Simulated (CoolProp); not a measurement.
A closed Brayton cycle with carbon dioxide: compressor inlet 328.15 K and 9.6 MPa, high pressure 17.3 MPa, turbine inlet 660 K, compressor efficiency 0.89, turbine efficiency 0.85, recuperator effectiveness 0.8 (on enthalpy, no pinch check). Each further row changes one setting.

Model: reference Helmholtz-energy equation of state, Span 1996, in CoolProp.

```json
[
 {"case": "as stated", "thermal efficiency (%)": "___", "net work (kJ/kg)": "34.0", "compressor to turbine work": "0.42", "compressor exit (K)": "372.1", "turbine exit (K)": "599.7"},
 {"case": "turbine inlet 610 K", "thermal efficiency (%)": "___", "net work (kJ/kg)": "28.5", "compressor to turbine work": "___", "compressor exit (K)": "372.1", "turbine exit (K)": "551.9"},
 {"case": "compressor inlet 338.15 K", "thermal efficiency (%)": "___", "net work (kJ/kg)": "___", "compressor to turbine work": "0.49", "compressor exit (K)": "387.2", "turbine exit (K)": "599.7"},
 {"case": "high pressure 14.7 MPa", "thermal efficiency (%)": "___", "net work (kJ/kg)": "26.0", "compressor to turbine work": "0.39", "compressor exit (K)": "359.9", "turbine exit (K)": "___"},
 {"case": "recuperator effectiveness 0.5", "thermal efficiency (%)": "___", "net work (kJ/kg)": "34.0", "compressor to turbine work": "0.42", "compressor exit (K)": "372.1", "turbine exit (K)": "599.7"}
]
```

Fill in the missing entries.


- as stated, thermal efficiency (%): 19.2
- turbine inlet 610 K, thermal efficiency (%): 17.7
- turbine inlet 610 K, compressor to turbine work: 0.46
- compressor inlet 338.15 K, thermal efficiency (%): 18.3
- compressor inlet 338.15 K, net work (kJ/kg): 29.8
- high pressure 14.7 MPa, thermal efficiency (%): 16.5
- high pressure 14.7 MPa, turbine exit (K): 616.3
- recuperator effectiveness 0.5, thermal efficiency (%): 13.1
